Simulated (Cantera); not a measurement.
## Silicon nitride deposition: SiCl4 + N2 + H2 + NH3

A closed system holds: 1 mol SiCl4, 1.8 mol N2, 59 mol H2, 32 mol NH3, held at 1423 K and 100 Torr.

These are equilibrium values from Cantera (NASA tables, ideal gas, pure condensed phases), not measurements of a reactor. Candidate condensed phases: NH4Cl, Si, Si3N4; 28 gas species. Rates play no part.

The x(H2) is 0.832, the x(N2) is 0.136 and the x(HCl) comes out as 0.0317. The x(SiCl2) is 2.37e-5 and the x(H) is 1.66e-5. The x(NH3) is 2.95e-6 and the x(SiCl3) is 1.26e-6. The n(Si3N4(s)) is 0.332 mol and the gas amount comes out as 126.1 mol. The log10 activity of Si(s) (absent) comes out as -2.18.
